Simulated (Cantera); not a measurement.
An isothermal, constant-pressure homogeneous reactor starts with CH4 : O2 : N2 = 0.0025 : 0.032 : 0.36 (molar parts), equivalence ratio 0.16, at 1225 K and 1.00 bar.

Computed with Cantera and GRI-Mech 3.0 (53 species, 325 reactions).

x: mole fraction; the columns are a selection and need not sum to one.

```csv
t (s),x CH4,x O2,x CH2,x H2O2,x C2H4,x HO2
2.00e-6,0.00634,0.0811,<1e-12,<1e-12,<1e-12,7.50e-11
9.41e-6,0.00634,0.0811,<1e-12,<1e-12,<1e-12,3.53e-10
4.43e-5,0.00634,0.0811,<1e-12,1.78e-12,<1e-12,1.66e-9
0.000208,0.00634,0.0811,<1e-12,2.87e-11,<1e-12,7.75e-9
0.000980,0.00634,0.0811,<1e-12,2.47e-10,1.45e-12,3.50e-8
0.00461,0.00634,0.0811,<1e-12,(withheld),7.48e-10,1.33e-7
0.0217,0.00622,0.0810,2.36e-11,(withheld),1.60e-6,9.30e-7
0.102,<1e-12,0.0684,<1e-12,(withheld),<1e-12,1.38e-7
0.480,<1e-12,0.0684,<1e-12,3.80e-10,<1e-12,5.02e-9
2.26,<1e-12,0.0684,<1e-12,1.14e-10,<1e-12,2.74e-9
10.6,<1e-12,0.0684,<1e-12,9.92e-11,<1e-12,2.70e-9
50.0,<1e-12,0.0684,<1e-12,9.89e-11,<1e-12,2.70e-9
```

Q: What belongs in the gaps?

A: 
- 0.00461, x H2O2: 1.15e-9
- 0.0217, x H2O2: 1.56e-8
- 0.102, x H2O2: 8.28e-9
